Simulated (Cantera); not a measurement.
A perfectly stirred reactor is fed with H2 : O2 = 0.008 : 1 (molar parts), equivalence ratio 0.0040, at 0.0267 bar; it is held at 1100 K, and followed from long to short residence time.

Model: the H2/O2 subset of GRI-Mech 3.0, which has no nitrogen chemistry, integrated in Cantera. Radical loss at walls, strong at low pressure, is not modelled.

### Question
What does this change do: temperature 1100 to 1150 K?

### Answer
| quantity | before | after |
|---|---|---|
| x(H2) at τ = 29.0 s | 8.94e-6 | 6.34e-6 |
| x(O2) at τ = 29.0 s | 0.992 | 0.992 |
| x(O) at τ = 29.0 s | 7.04e-5 | 8.58e-5 |
| x(H2O) at τ = 29.0 s | 0.00793 | 0.00793 |
| x(HO2) at τ = 29.0 s | 1.94e-7 | 1.59e-7 |
| x(H2) at τ = 0.230 s | 0.000135 | 9.74e-5 |
| x(O2) at τ = 0.230 s | 0.991 | 0.990 |
| x(O) at τ = 0.230 s | 0.00132 | 0.00164 |
| x(H2O) at τ = 0.230 s | 0.00768 | 0.00768 |
| x(HO2) at τ = 0.230 s | 1.33e-6 | 1.07e-6 |

### Question
What does this change do: H2 0.008 to 0.019 parts?

### Answer
| quantity | before | after |
|---|---|---|
| x(H2) at τ = 29.0 s | 8.94e-6 | 1.38e-5 |
| x(O2) at τ = 29.0 s | 0.992 | 0.981 |
| x(O) at τ = 29.0 s | 7.04e-5 | 8.64e-5 |
| x(H2O) at τ = 29.0 s | 0.00793 | 0.0188 |
| x(HO2) at τ = 29.0 s | 1.94e-7 | 3.23e-7 |
| x(H2) at τ = 0.230 s | 0.000135 | 0.000223 |
| x(O2) at τ = 0.230 s | 0.991 | 0.979 |
| x(O) at τ = 0.230 s | 0.00132 | 0.00180 |
| x(H2O) at τ = 0.230 s | 0.00768 | 0.0183 |
| x(HO2) at τ = 0.230 s | 1.33e-6 | 2.28e-6 |
